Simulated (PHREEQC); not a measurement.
A made-up water analysis in mg/L, 20 °C, pH 6.66, pe 8.9:

| constituent | mg/L |
|---|---|
| Na | 0.101 |
| K | 0.00182 |
| Ca | 0.1 |
| Mg | 0.0408 |
| Cl | 0.0968 |
| S(6) as SO4 | 0.312 |
| Alkalinity as HCO3 | 0.248 |
| Pb | 0.00254 |

Na is adjusted to close the charge balance.
Valence states are taken as typed.

The numbers come from PHREEQC with the ion-association model, phreeqc.dat.

The ionic strength is 2.09e-5 mol/kgw.

```json
[
 {"species": "Na+", "molality": "4.87e-6", "activity": "4.85e-6", "log γ": "-0.002"},
 {"species": "HCO3-", "molality": "4.25e-6", "activity": "4.23e-6", "log γ": "-0.002"},
 {"species": "SO4-2", "molality": "3.24e-6", "activity": "3.18e-6", "log γ": "-0.009"},
 {"species": "Cl-", "molality": "2.73e-6", "activity": "2.72e-6", "log γ": "-0.002"},
 {"species": "Ca+2", "molality": "2.49e-6", "activity": "2.44e-6", "log γ": "-0.009"},
 {"species": "CO2", "molality": "2.23e-6", "activity": "2.23e-6", "log γ": "0.000"},
 {"species": "Mg+2", "molality": "1.68e-6", "activity": "1.64e-6", "log γ": "-0.009"},
 {"species": "H+", "molality": "2.20e-7", "activity": "2.19e-7", "log γ": "-0.002"},
 {"species": "K+", "molality": "4.65e-8", "activity": "4.63e-8", "log γ": "-0.002"}
]
```

Precipitation was switched off in this run. Species that the database lacks are ignored.
